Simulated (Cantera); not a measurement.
Input: 1 mol FeCl3, 0.11 mol HCl, 0.12 mol H2, 16 mol H2O, at 802 °C and 6.30 mbar.

Cantera equilibrium calculation (NASA polynomials, part measured and part estimated; ideal gas, pure solids and liquids). Candidate condensed phases: Fe, FeCl2, FeCl3, FeO, Fe(OH)2, Fe(OH)3, Fe2O3, Fe3O4, H2O; 22 gas species. Mutual solubility and eutectic melting of coexisting phases are not modelled. The numbers say what is thermodynamically allowed, not how fast it happens.

What is the equilibrium state?


- x(H2O): 0.825
- x(HCl): 0.175
- x(FeCl2): 0.000127
- x(H2): 1.37e-5
- x(Cl): 7.91e-6
- n(Fe2O3(s)): 0.143 mol
- n(Fe3O4(s)): 0.237 mol
- gas amount: 17.73 mol
- log10 activity of FeCl2(l) (absent): -4.91
- log10 activity of Fe(α) (absent): -6.64
- log10 activity of Fe(OH)2(s) (absent): -8.47
